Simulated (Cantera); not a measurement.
A closed system holds: 1 mol SiCl4, 8.2 mol H2, held at 725 °C and 0.100 bar.

Method: chemical equilibrium by Gibbs-energy minimisation in Cantera with the NASA 1993 tables (ideal gas, pure condensed phases). Candidate condensed phases: Si; 19 gas species. The tables' values for SiCl3 are old estimates; treat these amounts as uncertain. Rates play no part.

Question: What is the equilibrium state?

Answer: 
```
Item                                  Value
--------------------------------  ---------
x(H2)                                 0.867
x(SiCl4)                             0.0853
x(HCl)                               0.0243
x(SiHCl3)                            0.0211
x(SiCl3)                            0.00121
x(SiH2Cl2)                         0.000562
x(SiCl2)                           0.000424
x(SiH3Cl)                           3.82e-6
gas amount                        9.210 mol
log10 activity of Si(s) (absent)      -0.43
```
